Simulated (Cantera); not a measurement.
A perfectly stirred reactor is fed with CH4 : O2 : N2 : H2O : CO2 = 1 : 1.82 : 6.36 : 0.24 : 0.45 (molar parts), equivalence ratio 1.1, at 0.300 bar; it is adiabatic with a 800 K inlet, and is followed from long to short residence time, starting on the burning branch (τ in s: 0.05, 0.021, 0.0091, 0.0039, 0.0017, 0.00071, 0.0003, 0.00013, 5.6e-05, 2.4e-05, 1e-05).

Computed with Cantera and GRI-Mech 3.0 (53 species, 325 reactions).

Question: Predict: blow-out, bracketed by the residence times tried; x(CH4) at τ = 50.0 ms; x(O2) at τ = 50.0 ms; x(H2O) at τ = 50.0 ms; x(CO) at τ = 50.0 ms; x(CO2) at τ = 50.0 ms; x(CH4) at τ = 0.710 ms; x(O2) at τ = 0.710 ms; x(H2O) at τ = 0.710 ms; x(CO) at τ = 0.710 ms; x(CO2) at τ = 0.710 ms.

Answer: blow-out, bracketed by the residence times tried: burning at 0.130 ms, out at 56.0 µs
x(CH4) at τ = 50.0 ms: 7.18e-6
x(O2) at τ = 50.0 ms: 0.00857
x(H2O) at τ = 50.0 ms: 0.198
x(CO) at τ = 50.0 ms: 0.0423
x(CO2) at τ = 50.0 ms: 0.0995
x(CH4) at τ = 0.710 ms: 0.000265
x(O2) at τ = 0.710 ms: 0.0205
x(H2O) at τ = 0.710 ms: 0.178
x(CO) at τ = 0.710 ms: 0.0550
x(CO2) at τ = 0.710 ms: 0.0835
